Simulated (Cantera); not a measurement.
**Adiabatic ignition**

An adiabatic, constant-volume homogeneous reactor starts with 19.9 % CO, 5.76 % H2, 15.6 % O2, 58.8 % N2, at 1700 K and 21.7 atm.

Computed with Cantera and GRI-Mech 3.0 (53 species, 325 reactions). The hydrogen kinetics of GRI-Mech 3.0 are dated; newer H2 mechanisms differ, most at raised pressure. The pressure lies above the range GRI-Mech 3.0 was tuned for (to about 10 atm). Above 3000 K some thermodynamic fits are extrapolated.

```csv
t (s),T (K),P (bar),x CO,x H2,x O2,x NO,x H2O,x OH
6.00e-6,3201,37.9,0.0683,0.00297,0.0558,0.00583,0.0505,0.0165
1.44e-5,3190,37.7,0.0681,0.00299,0.0523,0.0135,0.0509,0.0159
3.45e-5,3177,37.5,0.0679,0.00300,0.0486,0.0215,0.0512,0.0153
8.28e-5,3172,37.5,0.0679,0.00301,0.0473,0.0246,0.0513,0.0151
0.000199,3172,37.5,0.0679,0.00301,0.0472,0.0248,0.0514,0.0151
0.000476,3172,37.5,0.0679,0.00301,0.0472,0.0248,0.0514,0.0151
0.00114,3172,37.5,0.0679,0.00301,0.0472,0.0248,0.0514,0.0151
0.00274,3172,37.5,0.0679,0.00301,0.0472,0.0248,0.0514,0.0151
0.00657,3172,37.5,0.0679,0.00301,0.0472,0.0248,0.0514,0.0151
0.0158,3172,37.5,0.0679,0.00301,0.0472,0.0248,0.0514,0.0151
0.0378,3172,37.5,0.0679,0.00301,0.0472,0.0248,0.0514,0.0151
0.0907,3172,37.5,0.0679,0.00301,0.0472,0.0248,0.0514,0.0151
0.217,3172,37.5,0.0679,0.00301,0.0472,0.0248,0.0514,0.0151
0.522,3172,37.5,0.0679,0.00301,0.0472,0.0248,0.0514,0.0151
1.25,3172,37.5,0.0679,0.00301,0.0472,0.0248,0.0514,0.0151
3.00,3172,37.5,0.0679,0.00301,0.0472,0.0248,0.0514,0.0151
```
x: mole fraction; the columns are a selection and need not sum to one.

- time of steepest temperature rise: 0.669 µs
- temperature at 3.00 s: 3172 K
- equilibrium temperature: 3172 K
- x(CO) at 3.00 s: 0.0679 (gas-phase equilibrium 0.0679)
- x(H2) at 3.00 s: 0.00301 (gas-phase equilibrium 0.00301)
- x(O2) at 3.00 s: 0.0472 (gas-phase equilibrium 0.0472)
